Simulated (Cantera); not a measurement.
# Si + HF + N₂ (silicon etching in halogen gases)

Input: 1 mol Si, a varied amount of HF, 2.5 mol N₂, equilibrated at 1050 K and 0.00133 bar.

Cantera equilibrium calculation (NASA polynomials, part measured and part estimated; ideal gas, pure solids and liquids). Candidate condensed phases: Si, Si₃N₄; 37 gas species. N₂ is the only nitrogen source here; it is nearly inert below about 1500 K, so the nitride shown seldom forms there in practice. The tables' values for SiF₃ are old estimates; treat these amounts as uncertain. Rates play no part.

From 2.1 mol HF to 3.2 mol HF the condensed part is Si₃N₄(s). From 4.1 mol HF to 10 mol HF nothing is condensed. The main Si-bearing gas is SiF₄ throughout.

```tsv
n(HF) (mol)	x N₂	x HF	x H₂	x SiF₄	n Si₃N₄(s)
2.1	0.581	0.00101	0.279	0.139	0.159
2.6	0.537	0.00107	0.308	0.154	0.117
3.2	0.496	0.00113	0.335	0.167	0.0670
4.1	0.446	0.0179	0.357	0.179	0
5.1	0.379	0.167	0.303	0.152	0
6.4	0.316	0.304	0.253	0.127	0
8	0.263	0.421	0.211	0.105	0
10	0.217	0.522	0.174	0.0870	0
```
x: gas mole fraction; n: condensed amount in mol.
